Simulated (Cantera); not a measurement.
A perfectly stirred reactor is fed with 10.4 % CH₄, 18.8 % O₂, 70.8 % N₂, equivalence ratio 1.1, at 3.95 atm; it is adiabatic with a 350 K inlet, and is followed from long to short residence time, starting on the burning branch (τ in s: 0.24, 0.094, 0.037, 0.015, 0.0058, 0.0023, 0.00091, 0.00036, 0.00014, 5.6e-05, 2.2e-05, 8.7e-06).

Cantera simulation using GRI-Mech 3.0 (53 species, 325 reactions); the numbers are that mechanism's predictions, not measurements.

One state of this run: T (K) = 2176; x CH₄ = 9.06e-5; x O₂ = 0.00362; x N₂O = 1.65e-7; x C₂H₄ = 1.57e-7; x HO₂ = 2.59e-6; x OH = 0.00379; x H₂ = 0.0144. x: mole fraction; the columns are a selection and need not sum to one.

Which value of τ (s) does it belong to?
A. 0.00014
B. 0.037
C. 0.094
D. 0.00091

D, 0.00091
